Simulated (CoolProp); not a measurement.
Vapour-liquid equilibrium of n-octane (1) + m-xylene (2) at 188.55 °C; x and y are mole fractions of (1).

The numbers come from the multi-fluid Helmholtz-energy mixture model, Beckmüller 2019 and Zhou 2012; pair parameters Bell 2016 in CoolProp.

Give the bubble pressure and the first vapour's composition at x = 0.125, 0.65, 0.725. Is there an azeotrope?

x = 0.125: 3.429 bar, y = 0.165; x = 0.65: 4.069 bar, y = 0.703; x = 0.725: 4.149 bar, y = 0.768. No azeotrope shows between x = 0.05 and 0.95.

The pair parameters rest on a limited set of measurements; away from them the model extrapolates.
